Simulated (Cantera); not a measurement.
Input: 1 mol NH3, 0.52 mol O2, 6.6 mol N2, held at 1198.15 K and 1 atm.

Method: chemical equilibrium by Gibbs-energy minimisation in Cantera with the NASA 1993 tables (ideal gas, pure condensed phases). Candidate condensed phases: H2O; 24 gas species. Kinetics and transport are ignored.

**Question.** What is the equilibrium state?

**Answer.** 
| Quantity | Value |
|---|---|
| x(N2) | 0.826 |
| x(H2O) | 0.121 |
| x(H2) | 0.0535 |
| x(NH3) | 2.20e-6 |
| gas amount | 8.600 mol |
